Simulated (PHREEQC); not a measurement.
A solution holds 28 mmol/kgw (CH3)4NF, at 20 °C. Closed to the air; pH follows from the charge balance.

All values are PHREEQC results (ion-association model, phreeqc.dat), not measurements.

* **pH**: 7.83
* **ionic strength**: 0.0280 mol/kgw

```json
[
 {"species": "F-", "molality": "0.0280", "activity": "0.0238", "log γ": "-0.071"},
 {"species": "(CH3)4N+", "molality": "0.0280", "activity": "0.0239", "log γ": "-0.069"},
 {"species": "OH-", "molality": "5.45e-7", "activity": "4.63e-7", "log γ": "-0.071"},
 {"species": "HF", "molality": "4.79e-7", "activity": "4.82e-7", "log γ": "0.003"},
 {"species": "HF2-", "molality": "4.93e-8", "activity": "4.22e-8", "log γ": "-0.068"},
 {"species": "H+", "molality": "1.68e-8", "activity": "1.48e-8", "log γ": "-0.057"}
]
```

This is a speciation only: nothing precipitates in the calculation. Species that the database lacks are ignored. (CH3)4N+ isn't in the database: it is added as a free cation with an ion size of 4 Å.
